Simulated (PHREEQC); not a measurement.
Make-up at 50 °C: 0.23 mol/kgw ZnSO4, 0.0011 mol/kgw Na2SO4 and 0.0012 mol/kgw HCl. Closed to the air; pH follows from the charge balance.

The numbers come from PHREEQC with the ion-association model, phreeqc.dat.

Precipitation was switched off in this run.

Problem. Order these Zn species by the share of Zn that they hold, largest first: Zn+2, Zn(SO4)2-2, ZnSO4.

Solution. Zn+2 (47 %), ZnSO4 (37 %), Zn(SO4)2-2 (16 %)

The pH is 3.61 and the ionic strength 0.435 mol/kgw. Species that the database lacks are ignored. Constants without temperature data keep their 25 °C values here.
